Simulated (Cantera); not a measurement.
A closed system holds: 1 mol CCl4, 0.76 mol Si, equilibrated at 3573 K and 0.100 bar.

Method: chemical equilibrium by Gibbs-energy minimisation in Cantera with the NASA 1993 tables (ideal gas, pure condensed phases). Candidate condensed phases: C, Si, SiC; 24 gas species. The tables' values for SiCl, CCl are old estimates; treat these amounts as uncertain. The numbers say what is thermodynamically allowed, not how fast it happens.

Task: What is the equilibrium state?

Result: 
| Item | Value |
|---|---|
| x(Cl) | 0.789 |
| x(Si) | 0.107 |
| x(SiC2) | 0.0343 |
| x(C3) | 0.0304 |
| x(C) | 0.0191 |
| x(C2) | 0.00882 |
| x(SiCl) | 0.00752 |
| x(SiCl2) | 0.00191 |
| x(SiC) | 0.000820 |
| gas amount | 4.995 mol |
| log10 activity of C(graphite) (absent) | -0.41 |
| log10 activity of Si(l) (absent) | -2.07 |
